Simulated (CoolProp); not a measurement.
A single-stage vapour-compression cycle with methanol: evaporating at 291.15 K (dew point), condensing at 357.15 K (bubble point), superheat 8 K, subcooling 8 K, compressor efficiency 0.9, no pressure losses. Each further row changes one setting.

The numbers come from the reference Helmholtz-energy equation of state, de Reuck 1993 in CoolProp.

| case | cooling COP | pressure ratio | discharge temperature (K) | refrigerating effect (kJ/kg) | volumetric capacity (kJ/m³) |
|---|---|---|---|---|---|
| as stated | … | 17.8 | 494.5 | 1040 | 159 |
| evaporating temperature 296.15 K | … | … | 480.4 | 1050 | 206 |
| condensing temperature 352.15 K | 3.62 | 15.0 | 481.4 | 1060 | 161 |
| subcooling 13 K | 3.35 | 17.8 | 494.5 | 1060 | 161 |
| superheat 18 K | 3.24 | 17.8 | 509.8 | 1060 | 156 |
| compressor efficiency 0.8 | … | 17.8 | 515.1 | 1040 | 159 |

Q: Fill in the missing entries.

A: 
- as stated, cooling COP: 3.30
- evaporating temperature 296.15 K, cooling COP: 3.70
- evaporating temperature 296.15 K, pressure ratio: 13.6
- compressor efficiency 0.8, cooling COP: 2.93
